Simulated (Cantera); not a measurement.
An isothermal, constant-pressure homogeneous reactor starts with C₂H₆ : N₂ = 1 : 31 (molar parts), at 1848 K and 23.0 Pa.

Detailed kinetics in Cantera: GRI-Mech 3.0 (53 species, 325 reactions). GRI-Mech 3.0 stops at C3 and has no aromatics, soot or wall deposition, so with more carbon than oxygen in the feed, carbon stays in small species such as C2H2 where larger ones or solid carbon would form. Radical loss at walls, strong at low pressure, is not modelled.

One state of this run: x C₂H₆ = 6.67e-9; x C₂H = 2.78e-6; x HCN = 9.68e-5; x CH₂ = 1.87e-6; x C₂H₄ = 8.43e-6. x: mole fraction; the columns are a selection and need not sum to one.

### Question
Which value of t (s) does it belong to?
(A) 2.35e-5
(B) 0.000816
(C) 34.0
(D) 5.77

### Answer
D, 5.77
